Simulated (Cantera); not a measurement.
An isothermal plug-flow reactor at 950 K and 0.590 bar (inlet), inlet velocity 0.17 m/s, active area per volume 2900 1/m; feed CH4 : O2 : N2 = 0.0033 : 0.054 : 0.79 (molar parts), equivalence ratio 0.12.

Detailed kinetics in Cantera: Deutschmann's 1995 Pt surface mechanism with GRI-Mech 3.0 gas chemistry. Catalytic surfaces can have several steady states; this one follows from the mechanism file's or the stated starting coverage. Mass transfer to the wall is taken as infinitely fast.

Problem. What does this change do: temperature 950 to 800 K?

Solution. 
| quantity | before | after |
|---|---|---|
| x(CH4) at z = 0.069 m | <1e-12 | 6.88e-5 |
| x(O2) at z = 0.069 m | 0.0559 | 0.0561 |
| x(H2O) at z = 0.069 m | 0.00779 | 0.00765 |
| x(CO2) at z = 0.069 m | 0.00389 | 0.00382 |
| x(CO) at z = 0.069 m | 1.64e-11 | 1.09e-8 |
| θ(free Pt) at the exit | 0.198 | 0.0566 |
| θ(O*) at the exit | 0.801 | 0.942 |
| θ(OH*) at the exit | 0.00146 | 0.00166 |
